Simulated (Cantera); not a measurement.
An adiabatic, constant-pressure homogeneous reactor starts with C3H8 : O2 : N2 : H2O = 1 : 6.49 : 24.4 : 4 (molar parts), equivalence ratio 0.77, at 950 K and 1.50 bar. Integrator tolerance rtol = 1e-08.

Computed with Cantera and GRI-Mech 3.0 (53 species, 325 reactions). GRI-Mech 3.0 was tuned for natural gas; its chemistry of propane as a main component is partial and can be far from experiment. Below about 1000 K GRI-Mech 3.0 lacks low-temperature oxidation paths.

Task: What does this change do: 1.6 parts H2 added?

Result: 
```json
[
 {"quantity": "time of steepest temperature rise", "before": "1.31 s", "after": "67.8 ms"},
 {"quantity": "temperature at 3.00 s", "before": "2270 K", "after": "2401 K"},
 {"quantity": "equilibrium temperature", "before": "2270 K", "after": "2401 K"},
 {"quantity": "x(C3H8) at 3.00 s", "before": "<1e-12 (gas-phase equilibrium <1e-12)", "after": "<1e-12 (gas-phase equilibrium <1e-12)"},
 {"quantity": "x(O2) at 3.00 s", "before": "0.0380 (gas-phase equilibrium 0.0380)", "after": "0.0200 (gas-phase equilibrium 0.0200)"},
 {"quantity": "x(H2O) at 3.00 s", "before": "0.211 (gas-phase equilibrium 0.211)", "after": "0.242 (gas-phase equilibrium 0.242)"},
 {"quantity": "x(N2O) at 3.00 s", "before": "3.56e-7 (gas-phase equilibrium 3.56e-7)", "after": "3.27e-7 (gas-phase equilibrium 3.27e-7)"},
 {"quantity": "x(CH2CO) at 3.00 s", "before": "<1e-12 (gas-phase equilibrium <1e-12)", "after": "<1e-12 (gas-phase equilibrium <1e-12)"},
 {"quantity": "x(C2H4) at 3.00 s", "before": "<1e-12 (gas-phase equilibrium <1e-12)", "after": "<1e-12 (gas-phase equilibrium <1e-12)"},
 {"quantity": "x(C2H6) at 3.00 s", "before": "<1e-12 (gas-phase equilibrium <1e-12)", "after": "<1e-12 (gas-phase equilibrium <1e-12)"}
]
```

Task: What does this change do: O2 6.49 to 9.6 parts?

Result: 
| quantity | before | after |
|---|---|---|
| time of steepest temperature rise | 1.31 s | 0.901 s |
| temperature at 3.00 s | 2270 K | 2193 K |
| equilibrium temperature | 2270 K | 2193 K |
| x(C3H8) at 3.00 s | <1e-12 (gas-phase equilibrium <1e-12) | <1e-12 (gas-phase equilibrium <1e-12) |
| x(O2) at 3.00 s | 0.0380 (gas-phase equilibrium 0.0380) | 0.110 (gas-phase equilibrium 0.110) |
| x(H2O) at 3.00 s | 0.211 (gas-phase equilibrium 0.211) | 0.196 (gas-phase equilibrium 0.196) |
| x(N2O) at 3.00 s | 3.56e-7 (gas-phase equilibrium 3.56e-7) | 4.72e-7 (gas-phase equilibrium 4.72e-7) |
| x(CH2CO) at 3.00 s | <1e-12 (gas-phase equilibrium <1e-12) | <1e-12 (gas-phase equilibrium <1e-12) |
| x(C2H4) at 3.00 s | <1e-12 (gas-phase equilibrium <1e-12) | <1e-12 (gas-phase equilibrium <1e-12) |
| x(C2H6) at 3.00 s | <1e-12 (gas-phase equilibrium <1e-12) | <1e-12 (gas-phase equilibrium <1e-12) |
